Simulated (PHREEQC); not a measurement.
**Buffer: an equilibrium model**

Make-up at 20 °C: 160 mmol/kgw KH2PO4, 5.2 mmol/kgw NaOH and 4.5 mmol/kgw NaCl. Closed to the air; pH follows from the charge balance.

Model: ion-association model, wateq4f.dat, run in PHREEQC.

Each row changes one thing in this solution. Precipitation was switched off in this run.

```csv
case,pH,ionic strength (mol/kgw),SI of Halite (NaCl)
as made,5.33,0.174,-6.20
NaCl from 0.0045 to 0.00225 mol/kgw,5.33,0.172,-6.61
diluted 10-fold with water,5.58,0.0175,-8.04
KH2PO4 replaced by K2SO4 at the same molality,11.70,0.400,-6.31
temperature from 20 to 55 °C,5.24,0.174,-6.29
NaOH from 0.0052 to 0.052 mol/kgw,6.43,0.258,-5.47
temperature from 20 to 75 °C,5.19,0.174,-6.33
NaOH left out,4.42,0.165,-6.52
```

H3PO4, which wateq4f.dat lacks, is added to it with the constant of phreeqc.dat. Constants without temperature data keep their 25 °C values here.
